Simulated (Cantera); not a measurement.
A perfectly stirred reactor is fed with NH₃ : N₂ = 1 : 0.76 (molar parts), at 0.0133 bar; it is held at 2175 K, and followed from long to short residence time.

Model: the gas-phase N/H chemistry of the illustrative SiF4/NH3 mechanism in the Surface Chemkin manual (1991), integrated in Cantera. Walls and surfaces, which speed up NH3 decomposition in real reactors, are not modelled.

Task: Predict: x(NH₃) at τ = 0.760 s; x(N₂H₄) at τ = 0.760 s; x(N) at τ = 0.760 s; x(N₂H₂) at τ = 0.760 s; x(H) at τ = 0.760 s; x(NH₃) at τ = 5.60 ms; x(N₂H₄) at τ = 5.60 ms; x(N) at τ = 5.60 ms; x(N₂H₂) at τ = 5.60 ms; x(H) at τ = 5.60 ms.

Result: 
```
Quantity                  Result
----------------------  --------
x(NH₃) at τ = 0.760 s      0.132
x(N₂H₄) at τ = 0.760 s   1.20e-9
x(N) at τ = 0.760 s      5.04e-6
x(N₂H₂) at τ = 0.760 s   2.29e-6
x(H) at τ = 0.760 s     0.000873
x(NH₃) at τ = 5.60 ms      0.557
x(N₂H₄) at τ = 5.60 ms   1.01e-8
x(N) at τ = 5.60 ms      2.43e-7
x(N₂H₂) at τ = 5.60 ms   8.97e-6
x(H) at τ = 5.60 ms      1.87e-5
```
